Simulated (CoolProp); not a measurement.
Computed with CoolProp (reference Helmholtz-energy equation of state, Penoncello 2003).

### Question
For CHF3 (R23), give the phase and the cv (kJ/(kg K)), conductivity (mW/(m K)), Prandtl number at 262.7 K and 1.52 bar.

### Answer
- 262.7 K and 1.52 bar: gas; cv 0.568, conductivity 11.8, Prandtl number 0.780

Viscosity comes from a separate model (Shan 2000). Thermal conductivity comes from a separate model (Shan 2000).
